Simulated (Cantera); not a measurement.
Input (Python, Cantera) and output of one run.

```python
import numpy as np
import cantera as ct

gas_names = """
    CL CLO CL2 Mg MgCL MgCL2 MgO Mg2 O O2 O3
""".split()
cond_names = """
    Mg(cr) Mg(L) MgCL2(s) MgCL2(L) MgO(s) MgO(L)
""".split()


# ... load() reads the species with a 1 bar reference pressure and builds the phases ...
atoms = {
    'MgO': {'Mg': 1, 'O': 1},
    'Cl2': {'CL': 2},
    'O2': {'O': 2},
}
top_T = {}  # K; cautious upper limits of use, not melting points


# ... equilibrate(T, P, feed) seeds the gas with the atoms and calls Mixture.equilibrate('TP', solver="vcs", rtol=1e-11, max_steps=5000) ...
results = []
feed = {'MgO': 1, 'Cl2': 9.1, 'O2': 4.2}  # mol
T = 1000  # K
for P in [1, 4.2, 18, 75, 320, 1300, 5600, 24000, 100000]:
    mix = equilibrate(T, P, feed)
    results.append((T, P, feed, dict(zip(mix.species_names, mix.species_moles))))

top = {s: max(r[3][s] / sum(r[3][g] for g in gas_names) for r in results) for s in gas_names}
cols = sorted((s for s in top if top[s] > 1e-06), key=lambda s: -top[s])[:5]
seen = [c for c in cond_names if any(r[3].get(c, 0) > 1e-12 for r in results)]
print("log10 of partial pressures in bar; condensed amounts in mol")
print(f"{'P/Pa':>10s}" + "".join(f"{s[:9]:>10s}" for s in cols + seen))
for T, P, feed, n in results:
    ng = sum(n[g] for g in gas_names)
    print(f"{P:10.4g}" + "".join(f"{np.log10(max(n[s] / ng * P / 1e5, 1e-99)):10.3f}" for s in cols)
          + "".join(f"{n.get(c, 0):10.4g}" for c in seen))
```

It prints:

```
log10 of partial pressures in bar; condensed amounts in mol
      P/Pa       CL2        O2        CL     MgCL2       CLO    MgO(s)
         1    -5.236    -5.513    -6.029    -6.739    -9.991    0.7428
       4.2    -4.577    -4.883    -5.699    -6.394    -9.347    0.8684
        18    -3.927    -4.248    -5.374    -6.061    -8.704    0.9349
        75    -3.298    -3.627    -5.060    -5.744    -8.079    0.9678
       320    -2.664    -2.996    -4.743    -5.425    -7.447    0.9843
      1300    -2.053    -2.387    -4.437    -5.118    -6.837    0.9922
      5600    -1.418    -1.753    -4.119    -4.800    -6.202    0.9962
   2.4e+04    -0.785    -1.120    -3.803    -4.484    -5.570    0.9982
     1e+05    -0.165    -0.501    -3.493    -4.174    -4.950    0.9991
```

Equilibrium computed with Cantera from the NASA thermochemical tables; the gas is ideal and each condensed phase is pure.
